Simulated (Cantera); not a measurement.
Input: 1 mol FeS, 0.26 mol SO3, a varied amount of O2, at 1248 K and 0.120 bar.

Equilibrium computed with Cantera from the NASA thermochemical tables; the gas is ideal and each condensed phase is pure. Candidate condensed phases: Fe, FeO, FeS, FeSO4, FeS2, Fe2O3, Fe2(SO4)3, Fe3O4, S; 12 gas species. Mutual solubility and eutectic melting of coexisting phases are not modelled. FeS: taken at fixed stoichiometry. Gases not in the tables: S3 to S7. Equilibrium is a limit: real reactors are often held back by kinetics, nucleation or transport.

**Question.** Which condensed phases are stable at each of these points (n(O2) (mol)): 0.38, 0.48, 0.61, 0.77, 0.98, 1.3, 1.6, 2, 2.6, 3.3, 4.2?

**Answer.** 
| n(O2) (mol) | condensed phases | Fe condensed (%) |
|---|---|---|
| 0.38 | FeS(s) + Fe3O4(s) | 100.0 |
| 0.48 | FeS(s) + Fe3O4(s) | 100.0 |
| 0.61 | FeS(s) + Fe3O4(s) | 100.0 |
| 0.77 | FeS(s) + Fe3O4(s) | 100.0 |
| 0.98 | FeS(s) + Fe3O4(s) | 100.0 |
| 1.3 | FeS(s) + Fe3O4(s) | 100.0 |
| 1.6 | Fe2O3(s) + Fe3O4(s) | 100.0 |
| 2 | Fe2O3(s) | 100.0 |
| 2.6 | Fe2O3(s) | 100.0 |
| 3.3 | Fe2O3(s) | 100.0 |
| 4.2 | Fe2O3(s) | 100.0 |

From 0.38 mol O2 to 1.3 mol O2 the condensed part is FeS(s) + Fe3O4(s). At 1.6 mol O2 the condensed part is Fe2O3(s) + Fe3O4(s). From 2 mol O2 to 4.2 mol O2 the condensed part is Fe2O3(s).
